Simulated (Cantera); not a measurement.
Feed: 1 mol MgO, 0.11 mol N2, held at 1977 °C and 1600 Pa.

These are equilibrium values from Cantera (NASA tables, ideal gas, pure condensed phases), not measurements of a reactor. Candidate condensed phases: Mg, MgO; 13 gas species. Rates play no part.

Base state: N2 0.989, Mg 0.00641, O2 0.00184, NO 0.00148, O 0.00125, MgO 0.000101 (mole fractions); condensed: MgO(s).

Question: What changes in the equilibrium state with this change: temperature from 1977 °C to 2277 °C?

Answer: 
```tsv
species	before	after
N2	0.989	0.787
Mg	0.00641	0.125
O2	0.00184	0.0418
O	0.00125	0.0298
NO	0.00148	0.0112
MgO	0.000101	0.00600
MgO(s), mol	0.999	0.982
```
